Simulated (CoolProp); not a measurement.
Chlorine along the isotherm 45.35 °C: fugacity coefficient from the reference equation and from simpler models built on Tc = 143.7 °C, pc = 7.642 MPa, ω = 0.070; each cubic takes its own stable root.

The numbers come from the reference Helmholtz-energy equation of state, Thol 2021 in CoolProp.

```csv
p (MPa),phase,reference,van der Waals,Redlich-Kwong,Soave-Redlich-Kwong,Peng-Robinson
0.0363,gas,0.9964,0.9973,0.9966,0.9965,0.9963
0.0612,gas,0.9939,0.9955,0.9942,0.9941,0.9938
0.103,gas,0.9898,0.9925,0.9902,0.9901,0.9895
0.174,gas,0.9827,0.9873,0.9835,0.9834,0.9823
0.294,gas,0.9708,0.9785,0.9722,0.9719,0.9702
0.496,gas,0.9507,0.9638,0.9532,…,0.9498
0.837,gas,0.9167,…,0.9212,…,0.9156
1.41,liquid,0.8029,…,0.8332,…,0.7963
2.39,liquid,0.4831,0.8168,0.5024,0.4862,0.4789
4.03,liquid,0.2961,0.5102,0.3090,0.2990,0.2932
6.79,liquid,0.1857,0.3300,0.1948,0.1884,0.1835
11.5,liquid,…,0.2248,…,0.1231,0.1185
```

### Question
Fill in the missing entries.

### Answer

- 0.496, Soave-Redlich-Kwong: 0.9527
- 0.837, van der Waals: 0.9389
- 0.837, Soave-Redlich-Kwong: 0.9204
- 1.41, van der Waals: 0.8969
- 1.41, Soave-Redlich-Kwong: 0.8065
- 11.5, reference: 0.1203
- 11.5, Redlich-Kwong: 0.1273

At some of these states van der Waals gives the other phase, because its saturation line lies elsewhere.
